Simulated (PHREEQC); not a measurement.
Make-up at 25 °C and 500 atm: 0.082 mol/kgw H2SO4 and 0.27 mol/kgw LiCl. Closed to the air; pH follows from the charge balance.

Computed with PHREEQC (ion-association model, phreeqc.dat).

This is a speciation only: nothing precipitates in the calculation.

Problem. What pH, density does the model give?

Solution. pH 1.03; density 1.031 g/cm³.

Problem. In which forms is S present?

Solution. HSO4- 55 %, SO4-2 33 %, LiSO4- 12 % of the S.

Complexes and solids missing from the database can't appear. Under pressure, the constants of complexes without a molar volume in the database are unreliable.
